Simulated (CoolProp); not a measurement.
Vapour-liquid equilibrium of carbon dioxide (1) + cyclopentane (2) at -2.15 °C; x and y are mole fractions of (1).

Computed with CoolProp (multi-fluid Helmholtz-energy mixture model, Span 1996 and Gedanitz 2015; pair parameters Bell 2016).

Question: Give the bubble pressure and the first vapour's composition at x = 0.65, 0.8, 0.95. Is there an azeotrope?

Answer: x = 0.65: 23.77 bar, y = 0.993; x = 0.8: 26.36 bar, y = 0.995; x = 0.95: 30.72 bar, y = 0.998. No azeotrope shows between x = 0.05 and 0.95.

Pair parameters are fitted to limited data, so mixtures are less certain than the pure fluids. The gap from Raoult's law changes sign with composition, which may be real or a fault of the pair parameters; it wasn't checked against measurements. With so large a gap from Raoult's law the liquid may split in two, which this calculation doesn't test in full.
